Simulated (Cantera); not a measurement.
A perfectly stirred reactor is fed with NH₃ : N₂ = 1 : 18 (molar parts), at 0.987 atm; it is held at 1598 K, and followed from long to short residence time.

Computed with Cantera and the gas-phase N/H chemistry of the illustrative SiF4/NH3 mechanism in the Surface Chemkin manual (1991). Walls and surfaces, which speed up NH3 decomposition in real reactors, are not modelled.

Q: What does this change do: temperature 1598 to 1650 K?

A: 
```json
[
 {"quantity": "x(NH₃) at τ = 16.0 s", "before": "0.0223", "after": "0.0144"},
 {"quantity": "x(H) at τ = 16.0 s", "before": "7.92e-6", "after": "1.53e-5"},
 {"quantity": "x(H₂) at τ = 16.0 s", "before": "0.0432", "after": "0.0544"},
 {"quantity": "x(N₂H₄) at τ = 16.0 s", "before": "2.72e-9", "after": "1.49e-9"},
 {"quantity": "x(N₂H₂) at τ = 16.0 s", "before": "7.59e-9", "after": "5.81e-9"},
 {"quantity": "x(NH₃) at τ = 60.0 ms", "before": "0.0521", "after": "0.0515"},
 {"quantity": "x(H) at τ = 60.0 ms", "before": "1.80e-7", "after": "4.89e-7"},
 {"quantity": "x(H₂) at τ = 60.0 ms", "before": "0.000751", "after": "0.00157"},
 {"quantity": "x(N₂H₄) at τ = 60.0 ms", "before": "2.01e-8", "after": "2.01e-8"},
 {"quantity": "x(N₂H₂) at τ = 60.0 ms", "before": "3.78e-8", "after": "4.97e-8"}
]
```

Q: What does this change do: temperature 1598 to 2100 K?

A: 
```
quantity                  before     after
----------------------  --------  --------
x(NH₃) at τ = 16.0 s      0.0223   8.10e-5
x(H) at τ = 16.0 s       7.92e-6  0.000805
x(H₂) at τ = 16.0 s       0.0432    0.0744
x(N₂H₄) at τ = 16.0 s    2.72e-9  1.48e-12
x(N₂H₂) at τ = 16.0 s    7.59e-9  1.67e-10
x(NH₃) at τ = 60.0 ms     0.0521    0.0109
x(H) at τ = 60.0 ms      1.80e-7  0.000180
x(H₂) at τ = 60.0 ms    0.000751    0.0592
x(N₂H₄) at τ = 60.0 ms   2.01e-8   2.10e-9
x(N₂H₂) at τ = 60.0 ms   3.78e-8   6.93e-8
```

Q: What does this change do: temperature 1598 to 1698 K?

A: 
```tsv
quantity	before	after
x(NH₃) at τ = 16.0 s	0.0223	0.00900
x(H) at τ = 16.0 s	7.92e-6	2.62e-5
x(H₂) at τ = 16.0 s	0.0432	0.0622
x(N₂H₄) at τ = 16.0 s	2.72e-9	7.84e-10
x(N₂H₂) at τ = 16.0 s	7.59e-9	4.27e-9
x(NH₃) at τ = 60.0 ms	0.0521	0.0505
x(H) at τ = 60.0 ms	1.80e-7	1.16e-6
x(H₂) at τ = 60.0 ms	0.000751	0.00296
x(N₂H₄) at τ = 60.0 ms	2.01e-8	1.94e-8
x(N₂H₂) at τ = 60.0 ms	3.78e-8	6.25e-8
```
